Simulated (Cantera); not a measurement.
**Equilibrium for aluminium and copper etching: Cu + F2 + H2**

Input: 1 mol Cu, 0.58 mol F2, 0.46 mol H2, equilibrated at 13.3 mbar.

Method: chemical equilibrium by Gibbs-energy minimisation in Cantera with the NASA 1993 tables (ideal gas, pure condensed phases). Candidate condensed phases: Cu, CuF2; 15 gas species. Mutual solubility and eutectic melting of coexisting phases are not modelled. Kinetics and transport are ignored.

From 225 °C to 825 °C the condensed part is Cu(s) + CuF2(s). At 900 °C the condensed part is Cu(s) + CuF2(l). From 975 °C to 1050 °C the condensed part is Cu(s). At 1125 °C the condensed part is Cu(l).

| T (°C) | x HF | x CuF | x CuF2 | x Cu | x H2F2 | x F | x Cu2 | x H2 | n Cu(s) | n CuF2(s) | n CuF2(l) | n Cu(l) |
|---|---|---|---|---|---|---|---|---|---|---|---|---|
| 225 | 1.000 | <1e-12 | <1e-12 | <1e-12 | 1.89e-5 | <1e-12 | <1e-12 | 3.56e-12 | 0.880 | 0.120 | 0 | 0 |
| 300 | 1.000 | <1e-12 | <1e-12 | <1e-12 | 7.46e-6 | <1e-12 | <1e-12 | 4.96e-12 | 0.880 | 0.120 | 0 | 0 |
| 375 | 1.000 | 8.65e-11 | 3.97e-11 | <1e-12 | 3.62e-6 | <1e-12 | <1e-12 | 6.72e-12 | 0.880 | 0.120 | 0 | 0 |
| 450 | 1.000 | 1.08e-8 | 6.25e-9 | <1e-12 | 2.04e-6 | <1e-12 | <1e-12 | 8.88e-12 | 0.880 | 0.120 | 0 | 0 |
| 525 | 1.000 | 5.34e-7 | 3.67e-7 | <1e-12 | 1.28e-6 | <1e-12 | <1e-12 | 1.15e-11 | 0.880 | 0.120 | 0 | 0 |
| 600 | 1.000 | 1.32e-5 | 1.04e-5 | 3.39e-12 | 8.76e-7 | 1.23e-12 | <1e-12 | 1.47e-11 | 0.880 | 0.120 | 0 | 0 |
| 675 | 1.000 | 0.000194 | 0.000169 | 1.30e-10 | 6.36e-7 | 5.35e-11 | <1e-12 | 1.86e-11 | 0.880 | 0.120 | 0 | 0 |
| 750 | 0.996 | 0.00189 | 0.00178 | 2.88e-9 | 4.82e-7 | 1.32e-9 | <1e-12 | 2.30e-11 | 0.879 | 0.117 | 0 | 0 |
| 825 | 0.973 | 0.0133 | 0.0133 | 4.18e-8 | 3.65e-7 | 2.10e-8 | <1e-12 | 2.70e-11 | 0.874 | 0.101 | 0 | 0 |
| 900 | 0.884 | 0.0610 | 0.0547 | 4.28e-7 | 2.47e-7 | 1.98e-7 | 8.84e-12 | 3.78e-11 | 0.848 | 0 | 0.0314 | 0 |
| 975 | 0.832 | 0.119 | 0.0491 | 3.30e-6 | 1.84e-7 | 7.29e-7 | 1.60e-10 | 2.04e-10 | 0.814 | 0 | 0 | 0 |
| 1050 | 0.813 | 0.161 | 0.0254 | 2.01e-5 | 1.51e-7 | 1.75e-6 | 2.06e-9 | 1.70e-9 | 0.789 | 0 | 0 | 0 |
| 1125 | 0.802 | 0.186 | 0.0114 | 9.73e-5 | 1.29e-7 | 3.51e-6 | 1.87e-8 | 1.37e-8 | 0 | 0 | 0 | 0.773 |
x: gas mole fraction; n: condensed amount in mol.
